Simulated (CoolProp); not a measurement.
Properties of hydrogen sulfide along the isotherm 760 K.

Computed with CoolProp (reference Helmholtz-energy equation of state, Lemmon 2006). It is a short technical equation, of lower accuracy than the large ones.

```tsv
p (MPa)	phase	density (kg/m³)	cp (kJ/(kg K))
1.12	gas	6.053	1.239
2.25	gas	12.18	1.247
3.37	gas	18.28	1.256
4.5	gas	24.46	1.264
5.62	gas	30.59	1.273
6.75	gas	36.80	1.282
7.87	gas	42.97	1.291
9	supercritical	49.20	1.300
10.1	supercritical	55.28	1.308
11.2	supercritical	61.37	1.317
12.4	supercritical	68.01	1.327
13.5	supercritical	74.11	1.336
```
